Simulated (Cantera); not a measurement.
A closed system holds: 1 mol C₂F₆, 0.014 mol CH₄, 12 mol H₂, equilibrated at 4.80 Pa.

Cantera equilibrium calculation (NASA polynomials, part measured and part estimated; ideal gas, pure solids and liquids). Candidate condensed phases: C, C₆H₆, C₇H₈, C₈H₁₈; 110 gas species. Ions and electrons are included (thermal ionisation). The feed counts by its element totals alone. Kinetics and transport are ignored.

Question: Which condensed phases are stable at each of these points (T (K)): 2500, 2750, 3000, 3250, 3500, 3750, 4000, 4250, 4500, 4750, 5000?

Answer: 
| T (K) | condensed phases | C condensed (%) |
|---|---|---|
| 2500 | C(graphite) | 54.2 |
| 2750 | gas only | 0.0 |
| 3000 | gas only | 0.0 |
| 3250 | gas only | 0.0 |
| 3500 | gas only | 0.0 |
| 3750 | gas only | 0.0 |
| 4000 | gas only | 0.0 |
| 4250 | gas only | 0.0 |
| 4500 | gas only | 0.0 |
| 4750 | gas only | 0.0 |
| 5000 | gas only | 0.0 |

At 2500 K the condensed part is C(graphite). From 2750 K to 5000 K nothing is condensed.
